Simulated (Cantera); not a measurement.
Feed: 1 mol SiHCl₃, 0.041 mol C₂H₄, 460 mol H₂, held at 1848.15 K and 233 Torr.

Cantera equilibrium calculation (NASA polynomials, part measured and part estimated; ideal gas, pure solids and liquids). Candidate condensed phases: C, C₆H₆, C₇H₈, C₈H₁₈, Si, SiC; 109 gas species. Mutual solubility and eutectic melting of coexisting phases are not modelled. Gases not in the tables: Si₂H₆ and higher silanes. Rates play no part.

Q: What is the equilibrium state?

A: 
| Property | Result |
|---|---|
| x(H₂) | 0.993 |
| x(HCl) | 0.00625 |
| x(H) | 0.000950 |
| x(SiCl₂) | 0.000114 |
| x(SiH₂) | 4.13e-5 |
| x(Si) | 2.03e-5 |
| x(SiH) | 1.12e-5 |
| x(CH₄) | 6.00e-6 |
| x(SiCl) | 4.64e-6 |
| n(Si(l)) | 0.832 mol |
| n(SiC(s)) | 0.0788 mol |
| gas amount | 462.3 mol |
| log10 activity of C(graphite) (absent) | -1.53 |
